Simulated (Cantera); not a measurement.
Charge: 1 mol C, 1.8 mol NH₃, 91 mol H₂, equilibrated at 1200 K and 0.158 Torr.

Method: chemical equilibrium by Gibbs-energy minimisation in Cantera with the NASA 1993 tables (ideal gas, pure condensed phases). Candidate condensed phases: C, C₆H₆, C₇H₈, C₈H₁₈; 92 gas species. Kinetics and transport are ignored.

Base state: H₂ 0.990, N₂ 0.00951, H 1.36e-5 (mole fractions); condensed: C(graphite).

Problem. What changes in the equilibrium state with this change: NH₃ from 1.8 to 0.15 mol?

Solution. 
```csv
species,before,after
H₂,0.990,0.999
N₂,0.00951,0.000820
H,1.36e-5,1.36e-5
"C(graphite), mol",0.999,0.999
```
